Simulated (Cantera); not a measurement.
Charge: 1 mol CH3Cl, 2.2 mol HCl, 4.2 mol H2, at 2923.15 K.

Method: chemical equilibrium by Gibbs-energy minimisation in Cantera with the NASA 1993 tables (ideal gas, pure condensed phases). Candidate condensed phases: C, C6H6, C7H8, C8H18; 91 gas species. Kinetics and transport are ignored.

x: gas mole fraction; n: condensed amount in mol.

```csv
P (Pa),x H,x H2,x HCl,x Cl,x C,x C2H2 (acetylene),x C3,n C(graphite)
1,0.764,0.000380,0.000131,0.180,0.0544,9.72e-9,0.000158,0
3.60,0.766,0.00137,0.000473,0.181,0.0483,3.59e-7,0.00143,0
13,0.769,(withheld),(withheld),0.182,(withheld),(withheld),(withheld),0
46,0.761,(withheld),(withheld),0.183,(withheld),(withheld),(withheld),0
170,0.715,0.0566,0.0208,0.180,0.00801,0.000906,0.0146,0
600,0.603,0.142,0.0578,0.168,0.00348,0.00534,0.0148,0
2200,0.436,0.272,0.128,0.140,0.00109,0.0134,0.00611,0.328
7700,0.279,0.390,0.206,0.101,0.000311,0.0193,0.00175,0.468
28000,0.161,0.475,0.274,0.0637,8.55e-5,0.0235,0.000480,0.489
100000,0.0899,0.526,0.319,0.0373,2.39e-5,0.0260,0.000134,0.488
```

Task: Some entries are withheld; supply them.

Result: 
- 46, x H2: 0.0173
- 46, x HCl: 0.00609
- 46, x C: 0.0175
- 46, x C2H2 (acetylene): 9.69e-5
- 46, x C3: 0.0111
- 13, x H2: 0.00500
- 13, x HCl: 0.00173
- 13, x C: 0.0328
- 13, x C2H2 (acetylene): 7.87e-6
- 13, x C3: 0.00587
